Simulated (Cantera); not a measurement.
Feed: 1 mol CaF2, 12 mol H2, 0.27 mol N2, 0.1 mol O2, equilibrated at 1.28 Torr.

Equilibrium computed with Cantera from the NASA thermochemical tables; the gas is ideal and each condensed phase is pure. Candidate condensed phases: Ca, CaF2, CaO, Ca(OH)2, H2O; 47 gas species. Equilibrium is a limit: real reactors are often held back by kinetics, nucleation or transport.

Problem. At 1727 °C, list the 4 most abundant gas species with their mole fractions, and the condensed phases.

Solution. H2 0.826, HF 0.0466, CaF2 0.0426, H 0.0359. Condensed: CaO(s).
